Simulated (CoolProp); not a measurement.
Vapour-liquid equilibrium of R143a (1) + dimethyl ether (2) at 0.71 MPa; x and y are mole fractions of (1).

Values from CoolProp's multi-fluid Helmholtz-energy mixture model, Lemmon and Jacobsen 2000 and Wu 2011; pair parameters Bell 2016.

Q: Give the bubble temperature and the first vapour's composition at x = 0.05, 0.65, 0.8. Is there an azeotrope?

A: x = 0.05: 302.5 K, y = 0.098; x = 0.65: 284.4 K, y = 0.776; x = 0.8: 281.3 K, y = 0.879. No azeotrope shows between x = 0.05 and 0.95.

The pair parameters rest on a limited set of measurements; away from them the model extrapolates.
